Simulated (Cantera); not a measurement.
Charge: 1 mol Si₃N₄, 4.8 mol N₂O, 2 mol H₂, equilibrated at 1600 K and 1000 Pa.

These are equilibrium values from Cantera (NASA tables, ideal gas, pure condensed phases), not measurements of a reactor. Candidate condensed phases: H₂O, Si, SiO₂, Si₂N₂O, Si₃N₄; 35 gas species. Mutual solubility and eutectic melting of coexisting phases are not modelled. The tables hold silica as quartz up to 1696 K and as liquid above; real silica turns to tridymite and cristobalite and melts near 1996 K. Equilibrium is a limit: real reactors are often held back by kinetics, nucleation or transport.

Base state: N₂ 0.752, H₂ 0.233, SiO 0.0139, H 0.000263, H₂O 4.30e-5 (mole fractions); condensed: SiO₂(β-quartz) + Si₂N₂O(s).

Task: What changes in the equilibrium state with this change: temperature from 1600 K to 1573 K?

Result: 
```tsv
species	before	after
N₂	0.752	0.757
H₂	0.233	0.236
SiO	0.0139	0.00730
H	0.000263	0.000197
H₂O	4.30e-5	4.13e-5
SiO₂(β-quartz), mol	2.16	2.18
Si₂N₂O(s), mol	0.360	0.379
```
